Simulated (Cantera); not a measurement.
# Dilute partial oxidation

An isothermal, constant-pressure homogeneous reactor starts with 0.486 % CH4, 0.416 % O2, 99.1 % N2, equivalence ratio 2.3, at 1073 K and 9.87 atm.

Detailed kinetics in Cantera: GRI-Mech 3.0 (53 species, 325 reactions).

```csv
t (s),x CH4,x O2,x CH2O,x C2H,x NO2,x HCO,x N2O
0.000600,0.00486,0.00416,1.10e-11,<1e-12,<1e-12,<1e-12,<1e-12
0.00123,0.00486,0.00416,4.94e-11,<1e-12,<1e-12,<1e-12,<1e-12
0.00253,0.00486,0.00416,2.36e-10,<1e-12,<1e-12,<1e-12,<1e-12
0.00521,0.00486,0.00416,1.23e-9,<1e-12,<1e-12,<1e-12,<1e-12
0.0107,0.00486,0.00416,6.83e-9,<1e-12,<1e-12,<1e-12,<1e-12
0.0220,0.00486,0.00416,3.41e-8,<1e-12,<1e-12,<1e-12,1.03e-12
0.0452,0.00486,0.00416,1.18e-7,<1e-12,<1e-12,<1e-12,2.69e-12
0.0929,0.00486,0.00416,3.06e-7,<1e-12,<1e-12,<1e-12,6.47e-12
0.191,0.00485,0.00416,7.22e-7,<1e-12,<1e-12,<1e-12,1.57e-11
0.392,0.00485,0.00416,1.71e-6,<1e-12,<1e-12,<1e-12,4.18e-11
0.806,0.00484,0.00416,4.40e-6,<1e-12,<1e-12,<1e-12,1.32e-10
1.66,0.00481,0.00413,1.41e-5,<1e-12,<1e-12,1.96e-12,5.64e-10
3.41,0.00339,0.00277,9.06e-5,<1e-12,2.22e-12,3.60e-10,1.01e-8
7.00,0.00152,6.32e-5,1.65e-6,<1e-12,3.56e-12,3.31e-12,1.85e-8
```
x: mole fraction; the columns are a selection and need not sum to one.

Equilibrium at this temperature and pressure: CH4 3.80e-7, O2 <1e-12, CH2O 1.41e-10, C2H <1e-12, NO2 <1e-12, HCO <1e-12, N2O <1e-12 (gas phase only).
